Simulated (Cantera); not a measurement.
Standard-state values (1 bar) from the NASA 1993 polynomials, evaluated with Cantera. Values are per mole of reaction as written; species without (g) are pure solids or liquids, kept so even where they would boil at 1 bar.

H₂S(g) + 3 NiS = Ni₃S₄ + H₂(g)

| T (K) | ΔH° (kJ) | ΔS° (J/K) | ΔG° (kJ) | log10 K |
|---|---|---|---|---|
| 350 | -16.0 | -44.6 | -0.4 | 0.07 |
| 400 | -15.0 | -41.8 | 1.7 | -0.22 |
| 450 | (withheld) | (withheld) | (withheld) | (withheld) |
| 500 | (withheld) | (withheld) | (withheld) | (withheld) |
| 550 | -11.2 | -33.8 | 7.4 | -0.70 |
| 600 | -9.6 | -31.1 | 9.0 | -0.78 |

Question: Fill in the missing entries.

Answer: 
- 450, ΔH° (kJ): -13.9
- 450, ΔS° (J/K): -39.1
- 450, ΔG° (kJ): 3.7
- 450, log10 K: -0.43
- 500, ΔH° (kJ): -12.6
- 500, ΔS° (J/K): -36.4
- 500, ΔG° (kJ): 5.6
- 500, log10 K: -0.59
